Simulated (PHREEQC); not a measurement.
PHREEQC input (ion-association model, wateq4f.dat):

```
SOLUTION_MASTER_SPECIES
  An  An-  0  An  62.0  # stands for a non-complexing anion
SOLUTION_SPECIES
  An- = An-
    -log_k 0
    -gamma 3.0 0
PHASES
  Fix_H+
    H+ = H+
    -log_k 0
SOLUTION 1
  temp 25
  units mmol/kgw
  pH 7 charge
  S(6) 0.0043
  Zn 0.0043
  Na 1
  An 1
END
SELECTED_OUTPUT 1
  -reset false
  -pH true
  -pe true
  -ionic_strength true
  -water true
  -totals Na S Zn S(-2) S(6)
  -molalities Hfo_wOH Hfo_wOH2+ Hfo_wO- Hfo_sOH Hfo_sOH2+ Hfo_sO- Hfo_wSO4- Hfo_wOHSO4-2 Hfo_sOZn+ Hfo_wOZn+
  -saturation_indices Zincite(c) Zn4(OH)6SO4 Mirabilite Goslarite
USER_PUNCH 1
  -headings sigma psi
  10 PUNCH EDL("sigma", "Hfo"), EDL("psi", "Hfo")
PRINT
  -reset false
USE solution 1
SURFACE 1
  Hfo_wOH 8.76404e-05 600 0.039
  Hfo_sOH 2.19101e-06
EQUILIBRIUM_PHASES 1
  Fix_H+ -4 HAn 10
    -force_equality true
  O2(g) -0.68 10
END
# ... the last block is repeated for the other 16 points of pH, with NaOH or the acid as the point needs
```

Selected output (columns that matter, 14 of 17 rows; pH added in front):

```
pH	mu	Na	S	Zn	m_Hfo_wOH	m_Hfo_wOH2+	m_Hfo_wO-	m_Hfo_sOH	si_Zincite(c)	si_Zn4(OH)6SO4	si_Mirabilite	si_Goslarite	sigma	psi
4	0.0011292	0.001	1.606e-09	4.2998e-06	4.8218e-05	3.3535e-05	1.5883e-06	1.2675e-06	-8.5709	-34.989	-13.784	-12.336	0.10433	0.20395
4.38	0.0010652	0.001	4.9573e-09	4.2992e-06	5.328e-05	2.772e-05	2.346e-06	1.4001e-06	-7.8092	-32.209	-13.29	-11.841	0.075626	0.18893
4.75	0.0010379	0.001	1.7031e-08	4.2962e-06	5.6641e-05	2.3602e-05	3.1139e-06	1.4863e-06	-7.0688	-29.449	-12.752	-11.303	0.054449	0.17275
5.5	0.0010194	0.001	2.5799e-07	4.2123e-06	6.0727e-05	1.8235e-05	4.6331e-06	1.5305e-06	-5.5769	-23.8	-11.57	-10.13	0.026708	0.1368
5.88	0.0010163	0.001	8.9284e-07	3.9384e-06	6.2621e-05	1.5972e-05	5.6245e-06	1.3726e-06	-4.8463	-21.099	-11.03	-9.6197	0.018587	0.11851
6.25	0.0010142	0.001	2.0918e-06	3.3185e-06	6.4759e-05	1.3483e-05	7.1258e-06	9.6632e-07	-4.1811	-18.808	-10.661	-9.3247	0.0133	0.10184
6.62	0.0010122	0.001	3.3344e-06	2.5168e-06	6.6258e-05	1.1268e-05	8.9256e-06	4.8391e-07	-3.5624	-16.87	-10.458	-9.2433	0.0094318	0.085149
7.38	0.0010131	0.0010064	4.2409e-06	6.8934e-07	6.5922e-05	8.7807e-06	1.1338e-05	9.2742e-08	-2.6158	-14.5	-10.348	-9.7122	0.0038566	0.046467
7.75	0.0010133	0.0010083	4.288e-06	1.8466e-07	6.5467e-05	8.2665e-06	1.1877e-05	7.1279e-08	-2.4725	-14.662	-10.341	-10.304	0.0019675	0.025952
8.12	0.0010142	0.0010098	4.2977e-06	4.4748e-08	6.5289e-05	8.0176e-06	1.218e-05	6.6833e-08	-2.4313	-15.236	-10.339	-11.002	0.00034805	0.0047796
8.5	0.0010163	0.0010122	4.2996e-06	1.4694e-08	6.5197e-05	7.837e-06	1.2425e-05	6.589e-08	-2.4156	-15.933	-10.337	-11.746	-0.0012717	-0.017151
9.25	0.001032	0.0010284	4.3e-06	7.6742e-09	6.4992e-05	7.4206e-06	1.304e-05	6.5488e-08	-2.3905	-17.333	-10.324	-13.221	-0.0054969	-0.060196
9.62	0.0010572	0.001054	4.3e-06	7.6803e-09	6.4808e-05	7.1075e-06	1.3538e-05	6.5302e-08	-2.3718	-17.999	-10.304	-13.943	-0.0088418	-0.081049
10	0.0011185	0.001116	4.3e-06	8.2263e-09	6.4479e-05	6.6482e-06	1.4326e-05	6.4986e-08	-2.3429	-18.645	-10.257	-14.676	-0.013996	-0.10194
```

Species that the database lacks are ignored.
